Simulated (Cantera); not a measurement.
Charge: 1 mol TEOS, 0.99 mol N2O, 0.62 mol H2, 2.7 mol O3, held at 13.3 mbar.

Method: chemical equilibrium by Gibbs-energy minimisation in Cantera with the NASA 1993 tables (ideal gas, pure condensed phases). Candidate condensed phases: C, C6H6, C7H8, C8H18, H2O, Si, SiC, SiO2, Si2N2O, Si3N4; 151 gas species. The feed counts by its element totals alone. The tables hold silica as quartz up to 1696 K and as liquid above; real silica turns to tridymite and cristobalite and melts near 1996 K. The numbers say what is thermodynamically allowed, not how fast it happens.

Which condensed phases are stable at each of these points (T (°C)): 302, 452, 602, 752, 902, 1052, 1202, 1352, 1502?


```csv
T (°C),condensed phases,Si condensed (%)
302,C(graphite) + SiO2(α-quartz),100.0
452,C(graphite) + SiO2(α-quartz),100.0
602,SiO2(β-quartz),100.0
752,SiO2(β-quartz),100.0
902,SiO2(β-quartz),100.0
1052,SiO2(β-quartz),100.0
1202,SiO2(β-quartz),100.0
1352,SiO2(β-quartz),100.0
1502,SiO2(condensed),99.4
```

From 302 °C to 452 °C the condensed part is C(graphite) + SiO2(α-quartz). From 602 °C to 1352 °C the condensed part is SiO2(β-quartz). At 1502 °C the condensed part is SiO2(condensed).
